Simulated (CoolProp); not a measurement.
Properties of n-butane along the isobar 4940 kPa (Tc = 425.1 K, pc = 3796 kPa, ω = 0.201).

Computed with CoolProp (reference Helmholtz-energy equation of state, Bücker 2006).

| T (K) | phase | density (kg/m³) | cp (kJ/(kg K)) | expansivity (1/kK) | viscosity (µPa s) | fugacity coefficient |
|---|---|---|---|---|---|---|
| 345.6 | liquid | 524.3 | 2.687 | 2.501 | 111 | 0.1724 |
| 356.2 | liquid | 510.0 | 2.766 | 2.732 | 101 | 0.2103 |
| 366.8 | liquid | 494.7 | 2.855 | 3.024 | 91.6 | 0.2523 |
| 377.4 | liquid | 478.2 | 2.957 | 3.406 | 82.9 | 0.2982 |
| 388 | liquid | 460.0 | 3.079 | 3.930 | 74.5 | 0.3475 |
| 398.7 | liquid | 439.4 | 3.239 | 4.707 | 66.2 | 0.4001 |
| 409.3 | liquid | 415.5 | 3.466 | 5.973 | 58.1 | 0.4544 |
| 419.9 | liquid | 385.5 | 3.864 | 8.498 | 49.6 | 0.5097 |

Viscosity comes from a separate model (Vogel 1999).
